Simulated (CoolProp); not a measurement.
Properties of carbonyl sulfide along the isotherm 620 K.

Model: reference Helmholtz-energy equation of state, Lemmon 2006, in CoolProp. It is a short technical equation, of lower accuracy than the large ones.

```json
[
 {"p (kPa)": "50.3", "phase": "gas", "density (kg/m³)": "0.5865", "cp (kJ/(kg K))": "0.8601", "isothermal compressibility (1/MPa)": "19.89", "fugacity coefficient": "0.9995"},
 {"p (kPa)": "115", "phase": "gas", "density (kg/m³)": "1.342", "cp (kJ/(kg K))": "0.8608", "isothermal compressibility (1/MPa)": "8.706", "fugacity coefficient": "0.9989"},
 {"p (kPa)": "261", "phase": "gas", "density (kg/m³)": "3.049", "cp (kJ/(kg K))": "0.8622", "isothermal compressibility (1/MPa)": "3.841", "fugacity coefficient": "0.9974"},
 {"p (kPa)": "594", "phase": "gas", "density (kg/m³)": "6.963", "cp (kJ/(kg K))": "0.8657", "isothermal compressibility (1/MPa)": "1.693", "fugacity coefficient": "0.9942"},
 {"p (kPa)": "1350", "phase": "gas", "density (kg/m³)": "15.94", "cp (kJ/(kg K))": "0.8737", "isothermal compressibility (1/MPa)": "0.7505", "fugacity coefficient": "0.9869"},
 {"p (kPa)": "3070", "phase": "gas", "density (kg/m³)": "36.86", "cp (kJ/(kg K))": "0.8931", "isothermal compressibility (1/MPa)": "0.3352", "fugacity coefficient": "0.9706"},
 {"p (kPa)": "7000", "phase": "supercritical", "density (kg/m³)": "87.10", "cp (kJ/(kg K))": "0.9429", "isothermal compressibility (1/MPa)": "0.1515", "fugacity coefficient": "0.9358"},
 {"p (kPa)": "15900", "phase": "supercritical", "density (kg/m³)": "210.4", "cp (kJ/(kg K))": "1.069", "isothermal compressibility (1/MPa)": "0.06763", "fugacity coefficient": "0.8688"}
]
```
